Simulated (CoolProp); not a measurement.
n-octane along the isobar 5640 kPa: fugacity coefficient from the reference equation and from simpler models built on Tc = 568.7 K, pc = 2484 kPa, ω = 0.398; each cubic takes its own stable root.

The numbers come from the reference Helmholtz-energy equation of state, Beckmüller 2019 in CoolProp.

```tsv
T (K)	phase	reference
332.3	liquid	0.002507
338.3	liquid	0.003211
344.2	liquid	0.004054
350.2	liquid	0.005084
356.1	liquid	0.006293
362.1	liquid	0.007747
368.1	liquid	0.009452
374	liquid	0.01140
380	liquid	0.01369
386	liquid	0.01632
391.9	liquid	0.01926
397.9	liquid	0.02264
403.8	liquid	0.02638
409.8	liquid	0.03063
```

### Question
How far does each simpler model (van der Waals, Redlich-Kwong, Soave-Redlich-Kwong, Peng-Robinson) lie from the reference over these 14 states: mean and median of the absolute difference, and the worst?

### Answer
- van der Waals: mean 947.7 %, median 793.3 %, worst +2079.1 % at 332.3 K and 5640 kPa
- Redlich-Kwong: mean 187.2 %, median 177.2 %, worst +300.5 % at 332.3 K and 5640 kPa
- Soave-Redlich-Kwong: mean 4.9 %, median 4.9 %, worst +6.1 % at 409.8 K and 5640 kPa
- Peng-Robinson: mean 2.1 %, median 1.8 %, worst +3.6 % at 332.3 K and 5640 kPa
